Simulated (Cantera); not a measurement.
## Low-pressure radical oxidation in H2/O2

An isothermal, constant-pressure homogeneous reactor starts with 5.30 % H2, 94.7 % O2, equivalence ratio 0.028, at 1225 K and 1330 Pa.

Computed with Cantera and GRI-Mech 3.0 (53 species, 325 reactions). Radical loss at walls, strong at low pressure, is not modelled. The temperature is held fixed by assumption; the heat of reaction is taken as removed at once.

| t (s) | x H2 | x O2 | x O | x H2O | x OH | x HO2 | x H2O2 |
|---|---|---|---|---|---|---|---|
| 1.00e-5 | 0.0530 | 0.947 | 8.50e-11 | 4.81e-12 | 8.27e-11 | 7.33e-10 | <1e-12 |
| 6.45e-5 | 0.0530 | 0.947 | 2.51e-9 | 8.82e-10 | 2.15e-9 | 4.73e-9 | <1e-12 |
| 0.000416 | 0.0530 | 0.947 | 1.42e-7 | 1.83e-7 | 9.76e-8 | 3.09e-8 | 3.35e-11 |
| 0.00268 | 0.00350 | 0.909 | 0.0295 | 0.0414 | 0.00572 | 3.80e-6 | 1.78e-7 |
| 0.0173 | 0.000698 | 0.917 | 0.0251 | 0.0486 | 0.00335 | 3.15e-6 | 8.93e-8 |
| 0.112 | 0.000145 | 0.940 | 0.00494 | 0.0532 | 0.00154 | 1.77e-6 | 7.41e-8 |
| 0.721 | 6.21e-6 | 0.945 | 0.000210 | 0.0543 | 0.000321 | 2.46e-7 | 2.11e-8 |
| 4.65 | 3.13e-7 | 0.945 | 1.07e-5 | 0.0544 | 7.27e-5 | 2.14e-8 | 3.02e-9 |
| 30.0 | 3.01e-8 | 0.946 | 1.04e-6 | 0.0545 | 2.26e-5 | 9.78e-9 | 4.38e-10 |
x: mole fraction; the columns are a selection and need not sum to one.

Equilibrium at this temperature and pressure: H2 1.03e-8, O2 0.946, O 3.57e-7, H2O 0.0545, OH 1.33e-5, HO2 1.36e-8, H2O2 1.82e-10 (gas phase only).
